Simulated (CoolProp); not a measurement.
R1234yf along the isobar 1.25 MPa: density (kg/m³) from the reference equation and from simpler models built on Tc = 94.7 °C, pc = 3.384 MPa, ω = 0.276; each cubic takes its own stable root.

Model: reference Helmholtz-energy equation of state, Lemmon 2022, in CoolProp.

```csv
T (°C),phase,reference,van der Waals,Redlich-Kwong,Soave-Redlich-Kwong,Peng-Robinson
31.05,liquid,1073,71.63,883.2,934.1,1060
42.85,liquid,1023,66.94,71.13,877.4,995.7
54.55,gas,68.68,63.03,65.96,67.18,68.51
66.35,gas,63.28,59.64,61.74,62.40,63.55
78.05,gas,59.11,56.70,58.23,58.55,59.56
89.85,gas,55.66,54.08,55.20,55.28,56.18
101.55,gas,52.78,51.75,52.58,52.49,53.30
113.35,gas,50.27,49.63,50.24,50.04,50.77
125.05,gas,48.07,47.72,48.16,47.88,48.55
136.85,gas,46.10,45.96,46.27,45.93,46.54
```

At some of these states van der Waals, Redlich-Kwong gives the other phase, because its saturation line lies elsewhere.
